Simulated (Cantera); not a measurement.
**Ammonia decomposition in nitride growth gas**

An isothermal, constant-pressure homogeneous reactor starts with 11.8 % NH₃, 88.2 % H₂, at 1725 K and 0.790 bar.

Detailed kinetics in Cantera: the gas-phase N/H chemistry of the illustrative SiF4/NH3 mechanism in the Surface Chemkin manual (1991). Walls and surfaces, which speed up NH3 decomposition in real reactors, are not modelled.

| t (s) | x NH₃ | x H₂ | x N₂ | x NH | x H |
|---|---|---|---|---|---|
| 5.00e-5 | 0.118 | 0.882 | 2.93e-12 | 1.16e-10 | 2.33e-6 |
| 0.000146 | 0.118 | 0.882 | 2.55e-10 | 1.01e-9 | 6.83e-6 |
| 0.000429 | 0.118 | 0.882 | 1.51e-8 | 8.60e-9 | 1.99e-5 |
| 0.00126 | 0.118 | 0.882 | 5.54e-7 | 6.86e-8 | 5.63e-5 |
| 0.00368 | 0.118 | 0.882 | 1.34e-5 | 3.30e-7 | 0.000124 |
| 0.0108 | 0.117 | 0.882 | 0.000106 | 4.62e-7 | 0.000147 |
| 0.0316 | 0.117 | 0.883 | 0.000399 | 4.61e-7 | 0.000147 |
| 0.0926 | 0.115 | 0.884 | 0.00124 | 4.56e-7 | 0.000148 |
| 0.271 | 0.110 | 0.887 | 0.00358 | 4.43e-7 | 0.000149 |
| 0.795 | 0.0963 | 0.894 | 0.00952 | 4.08e-7 | 0.000154 |
| 2.33 | 0.0696 | 0.909 | 0.0215 | 3.27e-7 | 0.000165 |
| 6.83 | 0.0359 | 0.927 | 0.0366 | 1.97e-7 | 0.000182 |
| 20.0 | 0.0134 | 0.940 | 0.0466 | 8.41e-8 | 0.000196 |
x: mole fraction; the columns are a selection and need not sum to one.

Equilibrium at this temperature and pressure: NH₃ 5.68e-6, H₂ 0.947, N₂ 0.0526, NH 3.81e-11, H 0.000205 (gas phase only).
